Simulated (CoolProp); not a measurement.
Vapour-liquid equilibrium of R124 (1) + R142b (2) at 6.02 bar; x and y are mole fractions of (1).

Computed with CoolProp (multi-fluid Helmholtz-energy mixture model, de Vries 1995 and Lemmon 2006; pair parameters Bell 2016).

```csv
x,"bubble temperature, mixture model (K)","bubble temperature, Raoult's law (K)","y, mixture model","y, Raoult's law"
0.05,318.2,318.1,0.054,0.056
0.15,317.8,317.6,0.160,0.167
0.25,317.5,317.1,0.265,0.275
0.35,317.1,316.6,0.369,0.379
0.45,316.7,316.1,0.472,0.482
0.55,316.3,315.7,0.574,0.581
0.65,315.8,315.2,0.675,0.678
0.75,315.3,314.8,0.773,0.773
0.85,314.7,314.3,0.868,0.865
0.95,314.0,313.9,0.957,0.956
```

The largest gap from Raoult's law is +0.6 K in bubble temperature, at x = 0.55. No azeotrope shows between x = 0.05 and 0.95.

The pair parameters rest on a limited set of measurements; away from them the model extrapolates.
